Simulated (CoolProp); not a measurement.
The fluid at 482.2 K and 6.68 MPa is throttled through a valve to 4.32 MPa with no heat exchange. The same conditions are run with several fluids, on thermodynamics alone (safety and materials aside).

The numbers come from the reference Helmholtz-energy equation of state of each fluid (oxygen: Schmidt 1985; carbon monoxide: Lemmon 2006; propane: Lemmon 2009; isobutene: Lemmon 2005; c-C4F8 (RC318): Platzer 1990) in CoolProp. The equations of Platzer and Polt are older, rougher fits.

**Question.** Rank oxygen, carbon monoxide, propane, isobutene, c-C4F8 (RC318) by temperature change (K), highest first.

**Answer.** carbon monoxide (-1.1), oxygen (-1.7), c-C4F8 (RC318) (-11.3), propane (-11.5), isobutene (-19.2)

```json
[
 {"fluid": "oxygen", "final phase": "gas", "final density (kg/m³)": "34.3"},
 {"fluid": "carbon monoxide", "final phase": "supercritical", "final density (kg/m³)": "29.7"},
 {"fluid": "propane", "final phase": "supercritical", "final density (kg/m³)": "58.0"},
 {"fluid": "isobutene", "final phase": "supercritical", "final density (kg/m³)": "92.9"},
 {"fluid": "c-C4F8 (RC318)", "final phase": "supercritical", "final density (kg/m³)": "303"}
]
```

Above 300 K oxygen's equation is extrapolated.
